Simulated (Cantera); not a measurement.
A closed system holds: 1 mol TiO2, 3.3 mol C, 0.052 mol CO, equilibrated at 0.900 bar.

Method: chemical equilibrium by Gibbs-energy minimisation in Cantera with the NASA 1993 tables (ideal gas, pure condensed phases). Candidate condensed phases: C, Ti, TiC, TiO, TiO2, Ti2O3, Ti3O5, Ti4O7; 15 gas species. TiC: taken at fixed stoichiometry. Condensed phases not in the tables: Magnéli phases beyond Ti4O7. Rates play no part.

log p: log10 of the partial pressure in bar; n: condensed amount in mol.

| T (°C) | log p CO | log p CO2 | log p Ti | log p C3 | log p C | n C(graphite) | n TiO2(rutile) | n Ti4O7(s) | n Ti3O5(s) | n TiC(s) |
|---|---|---|---|---|---|---|---|---|---|---|
| 700 | -0.24 | -0.48 | <-12 | <-12 | <-12 | 3.31 | 1.00 | 0 | 0 | 0 |
| 850 | -0.07 | [?] | <-12 | <-12 | <-12 | 3.30 | 1.00 | 0 | 0 | 0 |
| 1000 | -0.05 | -2.24 | <-12 | <-12 | <-12 | 3.30 | 1.00 | 0 | 0 | 0 |
| 1150 | -0.05 | -2.96 | <-12 | <-12 | <-12 | 3.05 | 0 | 0.250 | 0 | 0 |
| 1300 | -0.05 | -3.54 | <-12 | <-12 | <-12 | 2.97 | 0 | 0 | 0.333 | 0 |
| 1450 | -0.05 | -4.01 | -11.83 | <-12 | <-12 | 0.300 | 0 | 0 | 0 | 1.00 |
| 1600 | -0.05 | -4.40 | -10.26 | -12.01 | -11.79 | 0.300 | 0 | 0 | 0 | 1.00 |
| 1750 | -0.05 | -4.73 | -8.93 | -10.31 | -10.30 | 0.300 | 0 | 0 | 0 | 1.00 |
| 1900 | -0.05 | -5.01 | -7.78 | -8.86 | -9.03 | 0.300 | 0 | 0 | 0 | 1.00 |
| 2050 | -0.05 | [?] | [?] | [?] | [?] | 0.300 | 0 | 0 | 0 | 1.000 |
| 2200 | -0.05 | -5.46 | -5.91 | -6.49 | -6.94 | 0.300 | 0 | 0 | 0 | 1.000 |
| 2350 | -0.05 | -5.65 | -5.14 | -5.51 | -6.08 | 0.300 | 0 | 0 | 0 | 1.000 |

Fill in the missing entries.


- 850, log p CO2: -1.35
- 2050, log p CO2: -5.25
- 2050, log p Ti: -6.79
- 2050, log p C3: -7.59
- 2050, log p C: -7.92
